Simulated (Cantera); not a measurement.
Pyrogenic steam for wet oxidation

A perfectly stirred reactor is fed with H2 : O2 : N2 = 1.1 : 1 : 0.75 (molar parts), at 750 Torr; it is held at 1100 K, and followed from long to short residence time.

Cantera simulation using the H2/O2 subset of GRI-Mech 3.0, which has no nitrogen chemistry; the numbers are that mechanism's predictions, not measurements. The temperature is held fixed by assumption; the heat of reaction is taken as removed at once.

```
τ (s)      x H2   x O2      x O     x OH  x H2O     x HO2    x H2O2
------  -------  -----  -------  -------  -----  --------  --------
3.1     0.00262  0.197  6.32e-7  3.09e-6  0.475   4.06e-5   1.45e-5
1.6     0.00403  0.197  1.04e-6  3.84e-6  0.473   5.61e-5   2.70e-5
0.82    0.00630  0.198  1.65e-6  4.71e-6  0.470   7.70e-5   4.97e-5
0.42    0.00997  0.200  2.51e-6  5.70e-6  0.466  0.000105   8.91e-5
0.22     0.0156  0.202  3.58e-6  6.77e-6  0.459  0.000138  0.000151
0.11     0.0254  0.206  5.03e-6  8.07e-6  0.447  0.000183  0.000254
0.059    0.0386  0.211  6.64e-6  9.46e-6  0.430  0.000230  0.000379
0.030    0.0586  0.219  8.98e-6  1.15e-5  0.405  0.000284  0.000533
0.016    0.0805  0.228  1.23e-5  1.46e-5  0.378  0.000334  0.000650
0.0081    0.102  0.236  1.88e-5  2.12e-5  0.351  0.000384  0.000683
```
x: mole fraction; the columns are a selection and need not sum to one.
